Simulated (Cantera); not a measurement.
Transport properties of process gases

Gas mixture: 31.9 % H2O, 18.8 % NO, 14.1 % N2, 35.2 % O2, at 4.93 atm, frozen composition.

Cantera's kinetic-theory transport with the Lennard-Jones parameters of GRI-Mech 3.0, ideal gas; thermal conductivity in the multicomponent form. Polar gases are described roughly by these parameters. The composition is frozen, though it would react at the higher temperatures.

```csv
T (K),ρ (kg/m³),cp (J/kg/K),μ (µPa s),λ (mW/m/K),Pr,D (cm²/s) C2H2,D (cm²/s) H2O,D (cm²/s) CH4
400,4.00,1177,21.0,36.3,0.683,0.0580,0.0803,0.0773
650,2.46,1258,31.0,57.9,0.672,0.139,0.198,0.183
900,1.78,1341,39.7,79.3,0.671,0.244,0.353,0.320
1150,1.39,1410,47.6,100.0,0.671,0.371,0.540,0.486
1400,1.14,1468,54.9,120,0.672,0.517,0.757,0.677
1650,0.969,1516,61.7,139,0.672,0.682,1.000,0.891
1900,0.842,1557,68.1,158,0.672,0.863,1.27,1.13
```
D: mixture-averaged diffusion coefficient of that species in the mixture.
